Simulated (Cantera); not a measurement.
What does this Cantera script print?

```python
import numpy as np
import cantera as ct

gas_names = """
    CL CL2 H HCL H2 Si SiCL SiCL2 SiCL3 SiCL4 SiH SiHCL3 SiH2 SiH2CL2 SiH3 SiH3CL SiH4 Si2 Si3
""".split()
cond_names = """
    Si(cr) Si(L)
""".split()


# ... load() reads the species with a 1 bar reference pressure and builds the phases ...
atoms = {
    'Si': {'Si': 1},
    'Cl2': {'CL': 2},
    'H2': {'H': 2},
}
top_T = {}  # K; cautious upper limits of use, not melting points


# ... equilibrate(T, P, feed) seeds the gas with the atoms and calls Mixture.equilibrate('TP', solver="vcs", rtol=1e-11, max_steps=5000) ...
results = []
feed = {'Si': 1, 'Cl2': 1.1, 'H2': 2.1}  # mol
T = 1050  # K
P = 29000  # Pa
mix = equilibrate(T, P, feed)
results.append((T, P, feed, dict(zip(mix.species_names, mix.species_moles))))
print(gas.report(threshold=1e-05))
for i in range(1, mix.n_phases):
    print(f"{mix.phase(i).name:16s} {mix.phase_moles(i):12.5e} mol")
```

Output:

```
       temperature   1050 K
          pressure   29000 Pa
           density   0.1241 kg/m^3
  mean mol. weight   37.358 kg/kmol
   phase of matter   gas

                          1 kg             1 kmol
                     ---------------   ---------------
          enthalpy       -2.7399e+06       -1.0236e+08  J
   internal energy       -2.9736e+06       -1.1109e+08  J
           entropy            6617.6        2.4722e+05  J/K
    Gibbs function       -9.6884e+06       -3.6194e+08  J
 heat capacity c_p            1245.1             46514  J/K
 heat capacity c_v            1022.5             38199  J/K

                      mass frac. Y      mole frac. X     chem. pot. / RT
                     ---------------   ---------------   ---------------
               HCL          0.023552          0.024133           -39.938
                H2          0.040876           0.75746           -19.144
             SiCL2         0.0038078         0.0014371           -64.498
             SiCL3          0.012799         0.0035567           -94.864
             SiCL4            0.7253            0.1595           -125.23
            SiHCL3           0.18841          0.051969           -104.44
           SiH2CL2         0.0052184         0.0019302           -83.642
            SiH3CL        3.3257e-05        1.8667e-05           -62.847
     [  +11 minor]        6.8086e-08        9.1852e-08

Si(cr)            4.24863e-01 mol
```

Method: chemical equilibrium by Gibbs-energy minimisation in Cantera with the NASA 1993 tables (ideal gas, pure condensed phases). The tables' values for SiCl3 are old estimates; treat these amounts as uncertain.
